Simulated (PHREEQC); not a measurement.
Dissolve 0.21 mol KHCO3, 0.0011 mol NaOH and 0.44 mol KCl per kg of water at 20 °C. Closed to the air; pH follows from the charge balance.

All values are PHREEQC results (ion-association model, phreeqc.dat), not measurements.

Each row changes one thing in this solution. Precipitation was switched off in this run.

```
case                              pH  ionic strength (mol/kgw)  CO3-2 (mol/kgw)  CO2 (mol/kgw)  Na+ (mol/kgw)  NaHCO3 (mol/kgw)  SI of Sylvite (KCl)  SI of Halite (NaCl)
------------------------------  ----  ------------------------  ---------------  -------------  -------------  ----------------  -------------------  -------------------
as made                         8.10                     0.654          0.00344        0.00235        0.00104           5.15e-5                -1.82                -5.25
0.36 mol/kgw Na2CO3 added       9.76                      1.33            0.171        3.92e-5          0.511            0.0200                -1.87                -2.56
diluted 100-fold with water     8.39                   0.00654          2.75e-5        1.83e-5        1.10e-5           1.10e-8                -5.49                -8.96
KCl from 0.44 to 0.484 mol/kgw  8.09                     0.699          0.00344        0.00235        0.00104           5.09e-5                -1.75                -5.21
temperature from 20 to 25 °C    8.05                     0.654          0.00349        0.00241        0.00104           4.97e-5                -1.85                -5.25
temperature from 20 to 5 °C     8.27                     0.654          0.00329        0.00219        0.00104           5.75e-5                -1.73                -5.23
```

The ionic strength passes 0.7 mol/kgw, the rough limit of the ion-association models, in 0.36 mol/kgw Na2CO3 added. At this temperature some constants are extrapolated from 25 °C, and those without enthalpy data are left unchanged.
